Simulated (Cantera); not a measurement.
Input (Python, Cantera) and output of one run.

```python
import numpy as np
import cantera as ct

gas_names = """
    NO VO2 O
""".split()
cond_names = """
    VN(s)
""".split()


# ... load() reads the species with a 1 bar reference pressure and builds the phases ...
species = {s.name: s for s in load("nasa_gas.yaml", gas_names) + load("nasa_condensed.yaml", cond_names)}
# Each term lists the table entries of one substance; the one whose range holds T is used.
reactions = {
    'NO(g) + VO2(g) = VN + 3 O(g)':
        [(-1, ['NO']), (-1, ['VO2']), (1, ['VN(s)']), (3, ['O'])],
}


def pick(names, T):
    return next(species[n] for n in names if species[n].thermo.min_temp <= T <= species[n].thermo.max_temp)


results = []
for label, terms in reactions.items():
    print(label)
    print("     T/K   dH/kJ  dS/(J/K)   dG/kJ   log10 K")
    for T in [300, 823, 873, 923, 973, 1023, 1073]:
        used = [(nu, pick(names, T)) for nu, names in terms]
        dH = sum(nu * s.thermo.h(T) for nu, s in used) / 1e6
        dS = sum(nu * s.thermo.s(T) for nu, s in used) / 1e3
        dG = dH - T * dS / 1e3
        logK = -dG * 1e6 / (ct.gas_constant * T * np.log(10))
        results.append((label, T, dH, dS, dG, logK, [s.name for _, s in used]))
        print(f"{T:8g} {dH:8.1f} {dS:8.1f} {dG:8.1f} {logK:8.2f}")
```

Output:

```
NO(g) + VO2(g) = VN + 3 O(g)
     T/K   dH/kJ  dS/(J/K)   dG/kJ   log10 K
     300    671.8     44.6    658.4  -114.64
     823    686.7     73.8    626.0   -39.73
     873    688.1     75.4    622.3   -37.23
     923    689.4     76.9    618.5   -35.00
     973    690.7     78.3    614.6   -32.99
    1023    692.1     79.6    610.6   -31.18
    1073    693.4     80.9    606.6   -29.53
```

Standard-state values (1 bar) from the NASA 1993 polynomials, evaluated with Cantera. VN: taken at fixed stoichiometry. Condensed species are held in their standard states even where they would react or evaporate.
